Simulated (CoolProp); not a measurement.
Vapour-liquid equilibrium of n-hexane (1) + dimethyl carbonate (2) at 388.1 K; x and y are mole fractions of (1).

Values from CoolProp's multi-fluid Helmholtz-energy mixture model, Thol 2019 and Zhou 2011; pair parameters Bell 2016.

```tsv
x	bubble pressure, mixture model (bar)	bubble pressure, Raoult's law (bar)	y, mixture model	y, Raoult's law
0.05	2.556	2.179	0.205	0.082
0.15	3.138	2.324	0.396	0.230
0.25	3.466	2.469	0.487	0.360
0.35	3.662	2.614	0.544	0.476
0.45	3.787	2.759	0.589	0.580
0.55	3.869	2.904	0.630	0.674
0.65	3.914	3.049	0.676	0.758
0.75	3.917	3.194	0.733	0.835
0.85	3.855	3.339	0.810	0.905
0.95	3.693	3.484	0.922	0.970
```

The largest gap from Raoult's law is +40.4 % in bubble pressure, at x = 0.25. y crosses x between x = 0.65 and 0.75: the model has an azeotrope there.

The pair parameters rest on a limited set of measurements; away from them the model extrapolates.
